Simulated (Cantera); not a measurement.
An adiabatic, constant-pressure homogeneous reactor starts with CH₄ : O₂ : N₂ = 1 : 1.82 : 11.5 (molar parts), equivalence ratio 1.1, at 1375 K and 1.01 bar.

Cantera simulation using GRI-Mech 3.0 (53 species, 325 reactions); the numbers are that mechanism's predictions, not measurements.

Task: Predict: time of steepest temperature rise; temperature at 8.00 s; equilibrium temperature; x(O₂) at 8.00 s; x(OH) at 8.00 s; x(H₂) at 8.00 s; x(CO₂) at 8.00 s; x(H) at 8.00 s.

Result: 
| Quantity | Result |
|---|---|
| time of steepest temperature rise | 7.87 ms |
| temperature at 8.00 s | 2485 K |
| equilibrium temperature | 2485 K |
| x(O₂) at 8.00 s | 0.00342 (gas-phase equilibrium 0.00342) |
| x(OH) at 8.00 s | 0.00542 (gas-phase equilibrium 0.00542) |
| x(H₂) at 8.00 s | 0.0114 (gas-phase equilibrium 0.0114) |
| x(CO₂) at 8.00 s | 0.0432 (gas-phase equilibrium 0.0432) |
| x(H) at 8.00 s | 0.00252 (gas-phase equilibrium 0.00252) |
